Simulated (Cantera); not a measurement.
# Boron, boron nitride and boron oxide: B + NH3 + N2

Feed: 1 mol B, 1.7 mol NH3, 130 mol N2, at 2100 K and 10.0 mbar.

These are equilibrium values from Cantera (NASA tables, ideal gas, pure condensed phases), not measurements of a reactor. Candidate condensed phases: B, BN; 15 gas species. Rates play no part.

- x(N2) = 0.979
- x(H2) = 0.0171
- x(H) = 0.00408
- x(B) = 1.45e-5
- x(BH2) = 3.08e-6
- x(BN) = 1.23e-6
- n(BN(s)) = 0.997 mol
- gas amount = 133.2 mol
- log10 activity of B(s) (absent) = -0.65
